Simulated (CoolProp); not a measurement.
Vapour-liquid equilibrium of n-octane (1) + o-xylene (2) at 332.9 K; x and y are mole fractions of (1).

Computed with CoolProp (multi-fluid Helmholtz-energy mixture model, Beckmüller 2019 and Zhou 2012; pair parameters Bell 2016).

```json
[
 {"x": "0.05", "bubble pressure, mixture model (MPa)": "0.005701", "bubble pressure, Raoult's law (MPa)": "0.005642", "y, mixture model": "0.101", "y, Raoult's law": "0.092"},
 {"x": "0.15", "bubble pressure, mixture model (MPa)": "0.006288", "bubble pressure, Raoult's law (MPa)": "0.006141", "y, mixture model": "0.268", "y, Raoult's law": "0.254"},
 {"x": "0.25", "bubble pressure, mixture model (MPa)": "0.006840", "bubble pressure, Raoult's law (MPa)": "0.006639", "y, mixture model": "0.403", "y, Raoult's law": "0.391"},
 {"x": "0.35", "bubble pressure, mixture model (MPa)": "0.007363", "bubble pressure, Raoult's law (MPa)": "0.007138", "y, mixture model": "0.516", "y, Raoult's law": "0.509"},
 {"x": "0.45", "bubble pressure, mixture model (MPa)": "0.007863", "bubble pressure, Raoult's law (MPa)": "0.007637", "y, mixture model": "0.612", "y, Raoult's law": "0.612"},
 {"x": "0.55", "bubble pressure, mixture model (MPa)": "0.008344", "bubble pressure, Raoult's law (MPa)": "0.008136", "y, mixture model": "0.697", "y, Raoult's law": "0.702"},
 {"x": "0.65", "bubble pressure, mixture model (MPa)": "0.008811", "bubble pressure, Raoult's law (MPa)": "0.008634", "y, mixture model": "0.774", "y, Raoult's law": "0.781"},
 {"x": "0.75", "bubble pressure, mixture model (MPa)": "0.009268", "bubble pressure, Raoult's law (MPa)": "0.009133", "y, mixture model": "0.844", "y, Raoult's law": "0.852"},
 {"x": "0.85", "bubble pressure, mixture model (MPa)": "0.009716", "bubble pressure, Raoult's law (MPa)": "0.009632", "y, mixture model": "0.909", "y, Raoult's law": "0.916"},
 {"x": "0.95", "bubble pressure, mixture model (MPa)": "0.01016", "bubble pressure, Raoult's law (MPa)": "0.01013", "y, mixture model": "0.971", "y, Raoult's law": "0.973"}
]
```

The largest gap from Raoult's law is +3.2 % in bubble pressure, at x = 0.35. No azeotrope shows between x = 0.05 and 0.95.

The pair parameters rest on a limited set of measurements; away from them the model extrapolates.
